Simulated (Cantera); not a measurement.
An adiabatic, constant-volume homogeneous reactor starts with 15.2 % CH4, 17.9 % O2, 67.0 % N2, equivalence ratio 1.7, at 1573 K and 1.00 atm.

Cantera simulation using GRI-Mech 3.0 (53 species, 325 reactions); the numbers are that mechanism's predictions, not measurements.

One state of this run: T (K) = 2895; P (bar) = 2.14; x CH4 = 3.12e-12; x O2 = 0.000861; x CO2 = 0.0212; x C2H6 = <1e-12; x CH3 = 1.22e-11; x CO = 0.111; x NO2 = 1.17e-7. x: mole fraction; the columns are a selection and need not sum to one.

**Question.** Which value of t (s) does it belong to?
(A) 7.29e-6
(B) 2.65e-5
(C) 9.67e-5
(D) 0.00128

**Answer.** D, 0.00128
